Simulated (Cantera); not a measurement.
A freely propagating, adiabatic, planar premixed flame of CH4 : C2H6 : O2 : N2 = 1 : 0.097 : 3.16 : 8.85 (molar parts), equivalence ratio 0.74, unburnt at 400 K and 1.40 bar; mixture-averaged transport, grid criteria slope 0.08 and curve 0.16, no radiation.

Detailed kinetics in Cantera: GRI-Mech 3.0 (53 species, 325 reactions). Burning velocities carry a grid error of a few per cent, more on coarse grids.

Problem. What does this change do: O2 3.16 to 2.4 parts?

Solution. 
| quantity | before | after |
|---|---|---|
| laminar burning velocity | 66.3 cm/s | 57.6 cm/s |
| thermal thickness | 0.254 mm | 0.296 mm |
| peak x(CH2) | 3.19e-5 | 4.58e-5 |
